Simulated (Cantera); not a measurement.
**Diamond growth**

A diamond (100) surface in a fixed gas of H2 with x(CH4) = 0.0021, x(H) = 0.0023, x(CH3) = 0.00036, 16.5 Torr; coverages are run to steady state.

Detailed kinetics in Cantera: the Harris–Goodwin 1993 mechanism for the reconstructed diamond (100) surface.

```tsv
T (K)	growth (µm/h)	θ c6HH	θ c6H*	θ c6*H	θ c6**	θ c6HM
900	2.09	0.597	0.00900	0.252	0.00360	0.111
975	2.99	0.559	0.0145	0.318	0.00687	0.0759
1050	3.00	0.524	0.0215	0.385	0.0119	0.0395
1125	1.79	0.489	0.0296	0.443	0.0185	0.0121
1200	1.04	0.447	0.0378	0.483	0.0260	0.00268
1275	0.925	0.409	0.0456	0.508	0.0339	0.000572
1350	0.853	0.379	0.0532	0.524	0.0417	0.000124
```
θ: site fractions in the mechanism's names (c6HH fully hydrogenated, c6H* and c6*H radical sites, c6** diradical, c6HM methylated).
